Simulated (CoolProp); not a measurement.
n-dodecane at several states: Z from the reference equation and from simpler models built on Tc = 658.1 K, pc = 18.18 bar, ω = 0.574; each cubic takes its own stable root.

Model: reference Helmholtz-energy equation of state, Lemmon 2004, in CoolProp. It is a short technical equation, of lower accuracy than the large ones.

```
T (K)  p (bar)   phase  reference  van der Waals  Redlich-Kwong  Soave-Redlich-Kwong  Peng-Robinson
-----  -------  ------  ---------  -------------  -------------  -------------------  -------------
565.4     18.2  liquid     0.1264         0.2309         0.1689               0.1545            ___
497.1    0.129     gas     0.9918         0.9959         0.9947               0.9935         0.9931
270.1    0.181  liquid        ___            ___       0.002371                  ___            ___
476.6       28  liquid     0.1966         0.3611            ___               0.2368         0.2099
416.7     27.6  liquid     0.2055         0.3844            ___               0.2496         0.2218
```

Problem. What belongs in the gaps?

Solution. 
- 565.4, Peng-Robinson: 0.1367
- 270.1, reference: 0.001791
- 270.1, van der Waals: 0.003533
- 270.1, Soave-Redlich-Kwong: 0.002284
- 270.1, Peng-Robinson: 0.002040
- 476.6, Redlich-Kwong: 0.2548
- 416.7, Redlich-Kwong: 0.2662
